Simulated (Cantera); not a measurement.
A Cantera script and what it prints.

```python
import numpy as np
import cantera as ct

gas_names = """
    N H2O2 NO2 PH3
""".split()
cond_names = """
    P4O10(s)
""".split()


# ... load() reads the species with a 1 bar reference pressure and builds the phases ...
species = {s.name: s for s in load("nasa_gas.yaml", gas_names) + load("nasa_condensed.yaml", cond_names)}
# Each term lists the table entries of one substance; the one whose range holds T is used.
reactions = {
    '11 N(g) + P4O10 + 6 H2O2(g) = 11 NO2(g) + 4 PH3(g)':
        [(-11, ['N']), (-1, ['P4O10(s)']), (-6, ['H2O2']), (11, ['NO2']), (4, ['PH3'])],
}


def pick(names, T):
    return next(species[n] for n in names if species[n].thermo.min_temp <= T <= species[n].thermo.max_temp)


results = []
for label, terms in reactions.items():
    print(label)
    print("     T/K   dH/kJ  dS/(J/K)   dG/kJ   log10 K")
    for T in [573, 598, 623, 648, 673]:
        used = [(nu, pick(names, T)) for nu, names in terms]
        dH = sum(nu * s.thermo.h(T) for nu, s in used) / 1e6
        dS = sum(nu * s.thermo.s(T) for nu, s in used) / 1e3
        dG = dH - T * dS / 1e3
        logK = -dG * 1e6 / (ct.gas_constant * T * np.log(10))
        results.append((label, T, dH, dS, dG, logK, [s.name for _, s in used]))
        print(f"{T:8g} {dH:8.1f} {dS:8.1f} {dG:8.1f} {logK:8.2f}")
```

Output:

```
11 N(g) + P4O10 + 6 H2O2(g) = 11 NO2(g) + 4 PH3(g)
     T/K   dH/kJ  dS/(J/K)   dG/kJ   log10 K
     573  -1016.9     59.4  -1050.9    95.80
     598  -1021.1     52.2  -1052.3    91.92
     623  -1025.4     45.1  -1053.5    88.33
     648  -1029.8     38.3  -1054.6    85.01
     673  -1034.2     31.6  -1055.5    81.92
```

Standard-state values (1 bar) from the NASA 1993 polynomials, evaluated with Cantera. Condensed species are held in their standard states even where they would react or evaporate.
